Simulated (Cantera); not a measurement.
A perfectly stirred reactor is fed with CH4 : O2 : N2 : CO2 = 1 : 4.55 : 17.1 : 4.7 (molar parts), at 8.39 atm; it is adiabatic with a 748 K inlet, and is followed from long to short residence time, starting on the burning branch (τ in s: 0.087, 0.037, 0.016, 0.0067, 0.0029, 0.0012, 0.00052, 0.00022, 9.5e-05, 4e-05, 1.7e-05, 7.3e-06, 3.1e-06).

Model: GRI-Mech 3.0 (53 species, 325 reactions), integrated in Cantera.

Problem. What does this change do: inlet temperature 748 to 475 K?

Solution. 
```tsv
quantity	before	after
blow-out, bracketed by the residence times tried	burning at 2.90 ms, out at 1.20 ms	burning at 87.0 ms, out at 37.0 ms
x(CH4) at τ = 87.0 ms	2.98e-5	0.00100
x(O2) at τ = 87.0 ms	0.0934	0.0979
x(CO2) at τ = 87.0 ms	0.208	0.201
x(CH3) at τ = 87.0 ms	2.71e-6	4.18e-6
x(H2O2) at τ = 87.0 ms	7.18e-8	4.02e-6
x(CH4) at τ = 0.520 ms	0.0366	0.0366
x(O2) at τ = 0.520 ms	0.166	0.166
x(CO2) at τ = 0.520 ms	0.172	0.172
x(CH3) at τ = 0.520 ms	1.17e-12	<1e-12
x(H2O2) at τ = 0.520 ms	<1e-12	<1e-12
```
